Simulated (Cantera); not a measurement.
A Cantera script and its output.

```python
import numpy as np
import cantera as ct

gas = ct.Solution("gri30.yaml")
gas.TPX = 1848, 920, {'CH4': 4, 'H2': 1.4}
reactor = ct.IdealGasConstPressureReactor(gas, energy="off", clone=False)
net = ct.ReactorNet([reactor])
net.rtol, net.atol = 1e-08, 1e-18
show = ['CH4', 'H2', 'C2H6', 'H', 'C2H4', 'CH2']
times = np.geomspace(0.0006, 5, 12)

steps = ct.SolutionArray(gas, extra=["t"])
rows = []
print(f"{'t/s':>10s}{'T/K':>9s}{'P/Pa':>11s}" + "".join(f"{s:>11s}" for s in show))
for t in times:
    while net.time < t:
        t_next = net.step()
        steps.append(gas.state, t=t_next)
    rows.append([np.interp(t, steps.t, y) for y in (steps.T, steps.P, *steps(*show).X.T)])
    print(f"{t:10.3e}{rows[-1][0]:9.1f}{rows[-1][1]:11.4g}" + "".join(f"{x:11.3e}" for x in rows[-1][2:]))
rate = np.gradient(steps.T, steps.t)
print("integrator steps:", len(steps.t))
if steps.T.max() > steps.T[0] + 200:
    print(f"time of steepest temperature rise: {steps.t[rate.argmax()]:.4e} s")
gas.TPX = 1848, 920, {'CH4': 4, 'H2': 1.4}
gas.equilibrate("TP")
print(f"equilibrium (TP): T = {gas.T:.1f} K  " + "  ".join(f"{s} {gas[s].X[0]:.3e}" for s in show))
```

It prints:

```
       t/s      T/K       P/Pa        CH4         H2       C2H6          H       C2H4        CH2
 6.000e-04   1848.0        920  7.383e-01  2.599e-01  2.363e-06  3.624e-05  2.389e-05  2.062e-07
 1.363e-03   1848.0        920  7.344e-01  2.612e-01  1.806e-05  7.933e-05  2.899e-04  9.805e-07
 3.098e-03   1848.0        920  7.182e-01  2.691e-01  1.080e-04  1.945e-04  3.175e-03  4.141e-06
 7.038e-03   1848.0        920  6.096e-01  3.363e-01  4.330e-04  5.971e-04  2.305e-02  1.355e-05
 1.599e-02   1848.0        920  3.089e-01  5.527e-01  2.750e-04  1.392e-03  1.986e-02  1.493e-05
 3.634e-02   1848.0        920  1.400e-01  6.807e-01  6.552e-05  1.774e-03  3.694e-03  9.594e-06
 8.256e-02   1848.0        920  5.996e-02  7.403e-01  1.422e-05  2.138e-03  7.418e-04  6.579e-06
 1.876e-01   1848.0        920  2.200e-02  7.682e-01  2.459e-06  2.685e-03  1.478e-04  4.514e-06
 4.262e-01   1848.0        920  6.399e-03  7.791e-01  2.903e-07  3.619e-03  4.212e-05  2.783e-06
 9.685e-01   1848.0        920  1.616e-03  7.818e-01  2.392e-08  4.609e-03  2.738e-05  1.249e-06
 2.201e+00   1848.0        920  5.031e-04  7.825e-01  2.504e-09  4.891e-03  2.584e-05  4.531e-07
 5.000e+00   1848.0        920  2.107e-04  7.827e-01  4.808e-10  4.922e-03  2.570e-05  1.943e-07
integrator steps: 1393
equilibrium (TP): T = 1848.0 K  CH4 1.197e-04  H2 7.827e-01  C2H6 1.873e-10  H 4.926e-03  C2H4 2.568e-05  CH2 1.111e-07
```

Computed with Cantera and GRI-Mech 3.0 (53 species, 325 reactions). GRI-Mech 3.0 stops at C3 and has no aromatics, soot or wall deposition, so with more carbon than oxygen in the feed, carbon stays in small species such as C2H2 where larger ones or solid carbon would form. Radical loss at walls, strong at low pressure, is not modelled.
